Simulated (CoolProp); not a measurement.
Vapour-liquid equilibrium of isobutane (1) + acetone (2) at 14.95 °C; x and y are mole fractions of (1).

The numbers come from the multi-fluid Helmholtz-energy mixture model, Bücker 2006 and Lemmon 2006; pair parameters Bell 2016 in CoolProp.

Give the bubble pressure and the first vapour's composition at x = 0.125, 0.5, 0.725. Is there an azeotrope?

x = 0.125: 0.1350 MPa, y = 0.863; x = 0.5: 0.2213 MPa, y = 0.925; x = 0.725: 0.2304 MPa, y = 0.934. No azeotrope shows between x = 0.05 and 0.95.

Pair parameters are fitted to limited data, so mixtures are less certain than the pure fluids. With so large a gap from Raoult's law the liquid may split in two, which this calculation doesn't test in full.
